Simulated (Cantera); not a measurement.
Charge: 1 mol Si, 2.9 mol HF, 0.38 mol N₂, held at 300 Torr.

These are equilibrium values from Cantera (NASA tables, ideal gas, pure condensed phases), not measurements of a reactor. Candidate condensed phases: Si, Si₃N₄; 37 gas species. N₂ is the only nitrogen source here; it is nearly inert below about 1500 K, so the nitride shown seldom forms there in practice. Rates play no part.

Over these rows the condensed part is Si₃N₄(s). Partial pressures as log10 of bar:

| T (K) | 1000/T (1/K) | log p HF | log p H₂ | log p SiF₄ | log p N₂ |
|---|---|---|---|---|---|
| 825 | 1.2121 | -4.40 | -0.61 | -0.91 | -1.48 |
| 900 | 1.1111 | -4.04 | -0.61 | -0.91 | -1.48 |
| 975 | 1.0256 | ? | -0.61 | -0.91 | -1.48 |
| 1050 | 0.9524 | -3.49 | -0.61 | -0.91 | -1.48 |
| 1125 | 0.8889 | -3.27 | -0.61 | -0.92 | -1.48 |
| 1200 | 0.8333 | -3.07 | -0.61 | -0.92 | -1.48 |

**Question.** Fit log p(HF) = a + b·(1000/T) to the five rows, give the apparent enthalpy, and predict the row at 975 K.

**Answer.** Means: 1000/T = 0.9996, log p = -3.654. Sxy = -0.348933, Sxx = 0.0997265, so b = -3.50 and a = -3.654 − (-3.50)×0.9996 = -0.16.
Apparent enthalpy: −19.145 × (-3.50) = 67 kJ/mol. With the condensed phases at unit activity, 1/2 H₂(g) + 1/4 SiF₄(g) + 1/6 N₂(g) = HF(g) + 1/12 Si₃N₄(s) links this pressure to the main gases: over the six rows their terms move log p by -0.00 in all, so the slope is close to that reaction's ΔH°. The five rows lie within 0.01 of the line.
Prediction at 975 K: -0.16 + (-3.50)×1.0256 = -3.75. The computed value is -3.74, 0.01 from the line.
